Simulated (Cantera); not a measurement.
What does this Cantera script print?

```python
import numpy as np
import cantera as ct

gas_names = [...]  # 110 gases of nasa_gas.yaml made of C, F, H
cond_names = """
    C(gr) C6H6(L) C7H8(L) C8H18(L),n-octa
""".split()


# ... load() reads the species with a 1 bar reference pressure and builds the phases ...
atoms = {
    'c-C4F8': {'C': 4, 'F': 8},
    'H2': {'H': 2},
}
top_T = {'C(gr)': 4500}  # K; cautious upper limits of use, not melting points


# ... equilibrate(T, P, feed) seeds the gas with the atoms and calls Mixture.equilibrate('TP', solver="vcs", rtol=1e-11, max_steps=5000) ...
results = []
feed = {'c-C4F8': 1, 'H2': 0.16}  # mol
P = 133.322  # Pa
for T in [3000, 3500, 4000, 4500, 5000]:
    mix = equilibrate(T, P, feed)
    results.append((T, P, feed, dict(zip(mix.species_names, mix.species_moles))))
    x = sorted(zip(gas.X, gas.species_names), reverse=True)
    print(f"T = {T:g} K  P = {P:g} Pa  gas = {mix.phase_moles(0):.4g} mol")
    print("   x: " + "  ".join(f"{s} {v:.3e}" for v, s in x if v > 0.001))
    print("   condensed (mol): " + ("  ".join(f"{mix.phase(i).name} {mix.phase_moles(i):.4g}"
          for i in range(1, mix.n_phases) if mix.phase_moles(i) > 1e-12) or "none"))
```

Result:

```
T = 3000 K  P = 133.322 Pa  gas = 9.341 mol
   x: F 7.543e-01  C3 9.921e-02  CF 6.555e-02  HF 2.967e-02  C 2.856e-02  C2 1.342e-02  H 4.554e-03  CF2 3.445e-03  C5 1.025e-03
   condensed (mol): none
T = 3500 K  P = 133.322 Pa  gas = 11.29 mol
   x: F 6.850e-01  C 2.217e-01  C2 2.432e-02  H 2.372e-02  C3 2.160e-02  CF 1.896e-02  HF 4.609e-03
   condensed (mol): none
T = 4000 K  P = 133.322 Pa  gas = 12.24 mol
   x: F 6.510e-01  C 3.167e-01  H 2.578e-02  C2 3.573e-03  CF 2.324e-03
   condensed (mol): none
T = 4500 K  P = 133.322 Pa  gas = 12.31 mol
   x: F 6.494e-01  C 3.234e-01  H 2.594e-02
   condensed (mol): none
T = 5000 K  P = 133.322 Pa  gas = 12.33 mol
   x: F 6.488e-01  C 3.233e-01  H 2.595e-02
   condensed (mol): none
```

Cantera equilibrium calculation (NASA polynomials, part measured and part estimated; ideal gas, pure solids and liquids). The feed counts by its element totals alone.
